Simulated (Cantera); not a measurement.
A freely propagating, adiabatic, planar premixed flame of 50.0 % H2, 13.9 % O2, 36.1 % N2, equivalence ratio 1.8, unburnt at 700 K and 4.00 bar; multicomponent+Soret transport, grid criteria slope 0.08 and curve 0.16, no radiation.

Model: the H2/O2 subset of GRI-Mech 3.0, which has no nitrogen chemistry, integrated in Cantera. The hydrogen kinetics of GRI-Mech 3.0 are dated; newer H2 mechanisms differ, most at raised pressure. Burning velocities carry a grid error of a few per cent, more on coarse grids.

Q: Predict: laminar burning velocity; thermal thickness; peak x(H2O2); peak x(H); peak x(HO2).

A: 
```
Property                      Value
------------------------  ---------
laminar burning velocity  1530 cm/s
thermal thickness         0.0754 mm
peak x(H2O2)                2.55e-5
peak x(H)                    0.0928
peak x(HO2)                0.000731
```
